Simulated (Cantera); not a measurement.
Standard-state values (1 bar) from the NASA 1993 polynomials, evaluated with Cantera. Values are per mole of reaction as written; species without (g) are pure solids or liquids, kept so even where they would boil at 1 bar.

Ti2O3 → O(g) + 2 TiO(g)

```tsv
T (K)	ΔH° (kJ)	ΔS° (J/K)	ΔG° (kJ)	log10 K	condensed phases
1600	1817.9	478.8	1051.8	-34.34	Ti2O3(s)
1750	(withheld)	(withheld)	(withheld)	(withheld)	Ti2O3(s)
1900	1801.5	469.5	909.6	-25.01	Ti2O3(s)
2050	1793.3	465.3	839.5	-21.39	Ti2O3(s)
2200	1680.1	411.8	774.2	-18.38	Ti2O3(l)
2350	(withheld)	(withheld)	(withheld)	(withheld)	Ti2O3(l)
2500	1662.8	404.4	651.8	-13.62	Ti2O3(l)
2650	1654.2	401.1	591.4	-11.66	Ti2O3(l)
```

Fill in the missing entries.


- 1750, ΔH° (kJ): 1809.8
- 1750, ΔS° (J/K): 473.9
- 1750, ΔG° (kJ): 980.3
- 1750, log10 K: -29.26
- 2350, ΔH° (kJ): 1671.4
- 2350, ΔS° (J/K): 408.0
- 2350, ΔG° (kJ): 712.7
- 2350, log10 K: -15.84
